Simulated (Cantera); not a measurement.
Cantera run:

```python
import numpy as np
import cantera as ct

gas_names = [...]  # 116 gases of nasa_gas.yaml made of C, H, Mg, O
cond_names = """
    C(gr) C6H6(L) C7H8(L) C8H18(L),n-octa H2O(s) H2O(L) Mg(cr) Mg(L) MgCO3(s) MgO(s) MgO(L) MgO2H2(s)
""".split()


# ... load() reads the species with a 1 bar reference pressure and builds the phases ...
atoms = {
    'MgO': {'Mg': 1, 'O': 1},
    'CH4': {'C': 1, 'H': 4},
    'H2': {'H': 2},
}
top_T = {'C(gr)': 4500}  # K; cautious upper limits of use, not melting points


# ... equilibrate(T, P, feed) seeds the gas with the atoms and calls Mixture.equilibrate('TP', solver="vcs", rtol=1e-11, max_steps=5000) ...
results = []
feed = {'MgO': 1, 'CH4': 0.33, 'H2': 0.1}  # mol
T = 1975  # K
P = 11  # Pa
mix = equilibrate(T, P, feed)
results.append((T, P, feed, dict(zip(mix.species_names, mix.species_moles))))
print(gas.report(threshold=1e-06))
for i in range(1, mix.n_phases):
    print(f"{mix.phase(i).name:16s} {mix.phase_moles(i):12.5e} mol")
```

Result:

```
       temperature   1975 K
          pressure   11 Pa
           density   1.06e-05 kg/m^3
  mean mol. weight   15.823 kg/kmol
   phase of matter   gas

                          1 kg             1 kmol
                     ---------------   ---------------
          enthalpy        3.8738e+06        6.1297e+07  J
   internal energy         2.836e+06        4.4876e+07  J
           entropy             18721        2.9623e+05  J/K
    Gibbs function         -3.31e+07       -5.2375e+08  J
 heat capacity c_p            1986.3             31430  J/K
 heat capacity c_v            1460.8             23115  J/K

                      mass frac. Y      mole frac. X     chem. pot. / RT
                     ---------------   ---------------   ---------------
                CO           0.32625           0.18431           -45.197
               CO2          0.035355          0.012712           -69.071
                 H         0.0046821          0.073499           -14.852
                H2          0.040436           0.31738           -29.703
               H2O           0.11194          0.098321           -53.577
                Mg           0.47719           0.31067            -21.81
               MgH        4.4899e-05        2.8067e-05           -36.661
               MgO        0.00029062         0.0001141           -45.683
              MgOH        0.00099859        0.00038248           -60.535
            MgO2H2        1.1622e-05        3.1534e-06            -99.26
                 O         0.0003738         0.0003697           -23.874
                OH          0.002332         0.0021698           -38.725
                O2        0.00010017        4.9533e-05           -47.747
     [ +103 minor]        6.4702e-09        2.5015e-09

C(gr)             0.00000e+00 mol
Mg(L)             0.00000e+00 mol
MgO(s)            4.78762e-01 mol
```

These are equilibrium values from Cantera (NASA tables, ideal gas, pure condensed phases), not measurements of a reactor. The tables' values for MgH are old estimates; treat these amounts as uncertain.
